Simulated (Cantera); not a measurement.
Input: 1 mol TiO₂, 1.1 mol CH₄, 0.12 mol CO, held at 3.60 bar.

Equilibrium computed with Cantera from the NASA thermochemical tables; the gas is ideal and each condensed phase is pure. Candidate condensed phases: C, C₆H₆, C₇H₈, C₈H₁₈, H₂O, Ti, TiC, TiO, TiO₂, Ti₂O₃, Ti₃O₅, Ti₄O₇; 113 gas species. Mutual solubility and eutectic melting of coexisting phases are not modelled. TiC: taken at fixed stoichiometry. Condensed phases not in the tables: Magnéli phases beyond Ti₄O₇. Rates play no part.

x: gas mole fraction; n: condensed amount in mol.

```
T (K)   x H₂   x CO     x CH₄     x H₂O       x H  n C(graphite)  n Ti₄O₇(s)  n Ti₃O₅(s)  n TiC(s)  n Ti₂O₃(s)
-----  -----  -----  --------  --------  --------  -------------  ----------  ----------  --------  ----------
1398   0.843  0.144    0.0112   0.00165   2.29e-6          0.826       0.250           0         0           0
1448   0.820  0.171   0.00807   0.00128   4.40e-6          0.749           0       0.333         0           0
1498   0.822  0.171   0.00631  0.000882   8.21e-6          0.752           0       0.333         0           0
1548   0.823  0.171   0.00500  0.000623   1.47e-5          0.755           0       0.333         0           0
1598   0.747      ?         ?  0.000593         ?              ?           0           ?         ?           0
1648   0.700  0.297   0.00184  0.000628   3.93e-5              0           0       0.238     0.286           0
1698   0.690  0.308   0.00107  0.000658   6.33e-5              0           0           0     0.240       0.380
1748   0.691  0.308         ?  0.000682         ?              0           0           0     0.240       0.380
1798   0.691  0.308  0.000416  0.000705  0.000154              0           0           0     0.240       0.380
1848   0.691  0.308  0.000270  0.000727  0.000232              0           0           0     0.241       0.380
1898   0.691  0.308  0.000179  0.000748  0.000342              0           0           0     0.241       0.380
1948   0.691  0.308  0.000121  0.000768  0.000495              0           0           0     0.241       0.380
```

Question: Fill in the missing entries.

Answer: 
- 1598, x CO: 0.249
- 1598, x CH₄: 0.00331
- 1598, x H: 2.42e-5
- 1598, n C(graphite): 0.318
- 1598, n Ti₃O₅(s): 0.278
- 1598, n TiC(s): 0.165
- 1748, x CH₄: 0.000659
- 1748, x H: 0.000100
